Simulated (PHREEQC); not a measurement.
1 kg of water holding 0.079 mol NaCl, 0.036 mol Na2SO4, 0.0048 mol MgSO4 and 0.14 mol K2SO4 is evaporated at 30 °C; the solids stay in contact with the brine. The system is closed to CO2. Only these solids could form: Arcanite, Bischofite, Bloedite, Brucite, Carnallite, Epsomite, Glaserite, Halite, Hexahydrite, Kainite, Kieserite, Leonite, Mirabilite, Misenite, Schoenite, Sylvite, Thenardite, MgCl2_4H2O.

All values are PHREEQC results (Pitzer model, pitzer.dat), not measurements.

| water left (kg) | ionic strength | water activity | Glaserite (mol) | Arcanite (mol) | Halite (mol) | Mg in solution (mol/kgw) |
|---|---|---|---|---|---|---|
| 1 | 0.626 | 0.990 | 0 | 0 | 0 | 0.00480 |
| 0.8219 | 0.762 | 0.988 | 0 | 0 | 0 | 0.00584 |
| 0.6755 | 0.927 | 0.986 | 0 | 0 | 0 | 0.00711 |
| 0.5552 | 1.13 | 0.983 | 0 | 0 | 0 | 0.00865 |
| 0.4563 | 1.37 | 0.980 | 0 | 0 | 0 | 0.0105 |
| 0.375 | 1.67 | 0.976 | 0 | 0 | 0 | 0.0128 |
| 0.3082 | 2.03 | 0.971 | 0 | 0 | 0 | 0.0156 |
| 0.2533 | 2.47 | 0.966 | 0 | 0 | 0 | 0.0189 |
| 0.2082 | 3.01 | 0.959 | 0 | 0 | 0 | 0.0231 |
| 0.1711 | 3.49 | 0.952 | 0 | ? | 0 | 0.0280 |
| 0.1407 | 3.78 | ? | 0 | ? | 0 | 0.0341 |
| 0.1156 | 3.92 | 0.943 | 0.0166 | ? | 0 | 0.0415 |
| 0.09502 | 3.92 | 0.939 | 0.0400 | 0.00446 | 0 | 0.0505 |
| 0.07809 | 4.02 | 0.935 | 0.0521 | 0 | 0 | 0.0615 |
| 0.06418 | 4.17 | 0.928 | 0.0598 | 0 | 0 | 0.0748 |
| 0.05275 | 4.36 | 0.920 | 0.0660 | 0 | 0 | 0.0910 |
| 0.04335 | 4.61 | 0.909 | 0.0710 | 0 | 0 | 0.111 |
| 0.03564 | 4.93 | 0.895 | 0.0751 | 0 | 0 | 0.135 |
| 0.0293 | 5.32 | 0.878 | 0.0784 | 0 | 0 | 0.164 |
| 0.02407 | 5.81 | 0.856 | 0.0810 | 0 | 0 | 0.199 |
| 0.01979 | 6.41 | 0.827 | 0.0832 | 0 | 0 | 0.243 |
| 0.01627 | 7.14 | 0.791 | 0.0850 | 0 | 0 | 0.295 |
| 0.01337 | 8.04 | 0.745 | 0.0864 | 0 | 0 | 0.359 |
| 0.01099 | 8.57 | 0.717 | 0.0875 | 0 | 0.00717 | 0.437 |
| 0.00903 | 8.66 | 0.714 | 0.0882 | 0 | 0.0189 | 0.532 |

Task: Some entries are withheld; supply them.

Result: 
- 0.1711, Arcanite (mol): 0.00977
- 0.1407, water activity: 0.947
- 0.1407, Arcanite (mol): 0.0313
- 0.1156, Arcanite (mol): 0.0246

Complexes and solids missing from the database can't appear.
